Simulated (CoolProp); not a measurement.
Saturation properties of R125.

Computed with CoolProp (reference Helmholtz-energy equation of state, Lemmon 2005).

```
T (K)  p (kPa)  liquid cp (kJ/(kg K))  vapour Z  surface tension (mN/m)
-----  -------  ---------------------  --------  ----------------------
218      70.70                  1.100    0.9667                    14.7
221.5    84.79                  1.107    0.9621                    14.2
225.1    101.5                  1.115    0.9571                    13.6
228.6    120.2                  1.122    0.9517                    13.1
232.2    142.0                  1.130         …                    12.6
235.7    166.2                  1.138    0.9396                    12.1
239.3    194.2                  1.147    0.9327                    11.6
242.8    224.8                  1.156    0.9256                    11.1
246.4        …                  1.165    0.9178                    10.6
249.9    298.2                  1.175         …                    10.1
253.5    341.8                  1.185    0.9009                    9.57
257      388.6                  1.196    0.8917                    9.09
260.6    441.7                  1.207    0.8818                    8.60
264.1    498.4                  1.219    0.8715                    8.13
267.7    562.3                  1.233    0.8604                    7.65
```

### Question
What belongs in the gaps?

### Answer

- 232.2, vapour Z: 0.9458
- 246.4, p (kPa): 260.0
- 249.9, vapour Z: 0.9097

It boils at 225.1 K under 1 atm.

Surface tension comes from a separate correlation (Mulero 2012).
